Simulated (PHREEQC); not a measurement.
Consider water at 25 °C with 15 mmol/kgw H3PO4, 51 mmol/kgw Na2SO4, 180 mmol/kgw KCl and 130 mmol/kgw H2SO4. Closed to the air; pH follows from the charge balance.

Computed with PHREEQC (ion-association model, phreeqc.dat).

Question: The ionic strength comes out as 0.446 mol/kgw. What activity coefficients do KSO4-, SO4-2, Cl-, H2PO4-, K+ get?

Answer: KSO4- 0.70, SO4-2 0.22, Cl- 0.66, H2PO4- 0.70, K+ 0.65.

Precipitation was switched off in this run.
